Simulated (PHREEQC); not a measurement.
Synthetic water in mg/kgw, 25 °C, pH 3.48, pe 8.7:

```tsv
constituent	mg/kgw
Na	13.5
K	14.3
Ca	80.5
Mg	4.37
Cl	49.3
S(6) as SO4	219
Ni	0.499
F	2.26
```

Cl is adjusted to close the charge balance.
Valence states are taken as typed.

Model: ion-association model, wateq4f.dat, run in PHREEQC.

Task: The ionic strength comes out as 0.00879 mol/kgw. What activity coefficients do Mg+2, Na+, KSO4-, Ca+2, HSO4- get?

Result: Mg+2 0.69, Na+ 0.91, KSO4- 0.91, Ca+2 0.69, HSO4- 0.91.

This is a speciation only: nothing precipitates in the calculation. Species that the database lacks are ignored.
